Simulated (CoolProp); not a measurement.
Vapour-liquid equilibrium of cyclohexane (1) + n-nonane (2) at 514.7 K; x and y are mole fractions of (1).

The numbers come from the multi-fluid Helmholtz-energy mixture model, Zhou 2014 and Lemmon 2006; pair parameters Bell 2016 in CoolProp.

| x | bubble pressure, mixture model (MPa) | bubble pressure, Raoult's law (MPa) | y, mixture model | y, Raoult's law |
|---|---|---|---|---|
| 0.05 | ___ | 0.7788 | 0.115 | 0.159 |
| 0.2 | ___ | 1.046 | ___ | 0.472 |
| 0.35 | 1.197 | 1.313 | 0.553 | 0.659 |
| 0.5 | 1.439 | 1.580 | 0.692 | 0.782 |
| 0.65 | 1.708 | 1.847 | 0.804 | 0.869 |
| 0.8 | 2.010 | 2.114 | ___ | 0.935 |
| 0.95 | 2.349 | 2.381 | ___ | 0.986 |

Task: Fill in the missing entries.

Result: 
- 0.05, bubble pressure, mixture model (MPa): 0.7606
- 0.2, bubble pressure, mixture model (MPa): 0.9738
- 0.2, y, mixture model: 0.372
- 0.8, y, mixture model: 0.897
- 0.95, y, mixture model: 0.976

The largest gap from Raoult's law is -8.9 % in bubble pressure, at x = 0.5. No azeotrope shows between x = 0.05 and 0.95.

The pair parameters rest on a limited set of measurements; away from them the model extrapolates.
